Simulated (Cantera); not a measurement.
**Ammonia decomposition in nitride growth gas**

An isothermal, constant-pressure homogeneous reactor starts with NH₃ : H₂ = 1 : 1.9 (molar parts), at 2300 K and 11000 Pa.

Model: the gas-phase N/H chemistry of the illustrative SiF4/NH3 mechanism in the Surface Chemkin manual (1991), integrated in Cantera. Walls and surfaces, which speed up NH3 decomposition in real reactors, are not modelled.

| t (s) | x NH₃ | x H₂ | x N₂ | x NH₂ | x N₂H₂ | x H |
|---|---|---|---|---|---|---|
| 5.00e-5 | 0.344 | 0.655 | 3.95e-7 | 0.000429 | 1.09e-7 | 0.000259 |
| 0.000271 | 0.341 | 0.655 | 0.000378 | 0.00179 | 4.51e-6 | 0.00109 |
| 0.00147 | 0.320 | 0.668 | 0.00823 | 0.00204 | 6.67e-6 | 0.00136 |
| 0.00794 | 0.227 | 0.727 | 0.0429 | 0.00162 | 4.41e-6 | 0.00164 |
| 0.0430 | 0.0427 | 0.842 | 0.112 | 0.000535 | 7.11e-7 | 0.00333 |
| 0.233 | 9.78e-6 | 0.847 | 0.126 | 9.71e-7 | 1.07e-11 | 0.0265 |
| 1.26 | 7.72e-7 | 0.847 | 0.126 | 7.81e-8 | <1e-12 | 0.0270 |
| 6.82 | 3.99e-7 | 0.847 | 0.126 | 4.04e-8 | <1e-12 | 0.0270 |
| 36.9 | 3.98e-7 | 0.847 | 0.126 | 4.03e-8 | <1e-12 | 0.0270 |
| 200 | 3.98e-7 | 0.847 | 0.126 | 4.03e-8 | <1e-12 | 0.0270 |
x: mole fraction; the columns are a selection and need not sum to one.

Equilibrium at this temperature and pressure: NH₃ 3.98e-7, H₂ 0.847, N₂ 0.126, NH₂ 4.03e-8, N₂H₂ <1e-12, H 0.0270 (gas phase only).
